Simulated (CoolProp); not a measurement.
Saturated liquid density (kg/m³) of dimethyl ether: the reference equation beside estimates from Tc = 400.4 K, pc = 5.337 MPa, ω = 0.196. Rackett uses Z = 0.29056 − 0.08775 ω.

Values from CoolProp's reference Helmholtz-energy equation of state, Wu 2011.

```json
[
 {"T (K)": "304.8", "reference": "650.5", "Rackett": "639.3", "Redlich-Kwong": "568.3", "Soave-Redlich-Kwong": "587.7"},
 {"T (K)": "307.2", "reference": "646.5", "Rackett": "635.3", "Redlich-Kwong": "563.8", "Soave-Redlich-Kwong": "583.3"},
 {"T (K)": "309.7", "reference": "642.2", "Rackett": "631.1", "Redlich-Kwong": "559.0", "Soave-Redlich-Kwong": "578.6"},
 {"T (K)": "312.2", "reference": "637.9", "Rackett": "626.9", "Redlich-Kwong": "554.2", "Soave-Redlich-Kwong": "573.8"},
 {"T (K)": "314.7", "reference": "633.5", "Rackett": "622.6", "Redlich-Kwong": "549.2", "Soave-Redlich-Kwong": "568.9"},
 {"T (K)": "317.1", "reference": "629.3", "Rackett": "618.4", "Redlich-Kwong": "544.4", "Soave-Redlich-Kwong": "564.2"},
 {"T (K)": "319.6", "reference": "624.8", "Rackett": "614.0", "Redlich-Kwong": "539.3", "Soave-Redlich-Kwong": "559.1"},
 {"T (K)": "322.1", "reference": "620.2", "Rackett": "609.5", "Redlich-Kwong": "534.1", "Soave-Redlich-Kwong": "553.9"},
 {"T (K)": "324.6", "reference": "615.6", "Rackett": "604.9", "Redlich-Kwong": "528.8", "Soave-Redlich-Kwong": "548.6"},
 {"T (K)": "327", "reference": "611.1", "Rackett": "600.5", "Redlich-Kwong": "523.7", "Soave-Redlich-Kwong": "543.5"},
 {"T (K)": "329.5", "reference": "606.3", "Rackett": "595.8", "Redlich-Kwong": "518.2", "Soave-Redlich-Kwong": "538.0"},
 {"T (K)": "332", "reference": "601.4", "Rackett": "591.0", "Redlich-Kwong": "512.6", "Soave-Redlich-Kwong": "532.3"},
 {"T (K)": "334.5", "reference": "596.5", "Rackett": "586.1", "Redlich-Kwong": "507.0", "Soave-Redlich-Kwong": "526.6"},
 {"T (K)": "336.9", "reference": "591.6", "Rackett": "581.3", "Redlich-Kwong": "501.4", "Soave-Redlich-Kwong": "520.9"}
]
```

Absolute difference from the reference over all 14 rows, mean and median: Rackett 1.7 and 1.7 %, Redlich-Kwong 13.8 and 13.8 %, Soave-Redlich-Kwong 10.7 and 10.6 %.
